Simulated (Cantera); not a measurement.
An isothermal, constant-pressure homogeneous reactor starts with H2 : O2 = 0.27 : 1 (molar parts), equivalence ratio 0.14, at 975 K and 1330 Pa.

Cantera simulation using GRI-Mech 3.0 (53 species, 325 reactions); the numbers are that mechanism's predictions, not measurements. Radical loss at walls, strong at low pressure, is not modelled. The temperature is held fixed by assumption; the heat of reaction is taken as removed at once.

One state of this run: x H2 = 7.22e-7; x O2 = 0.762; x O = 2.52e-6; x H2O2 = 4.38e-8; x HO2 = 1.06e-7; x OH = 2.99e-5. x: mole fraction; the columns are a selection and need not sum to one.

Task: Which value of t (s) does it belong to?
A. 0.717
B. 0.271
C. 0.000800
D. 1.89

Result: A, 0.717
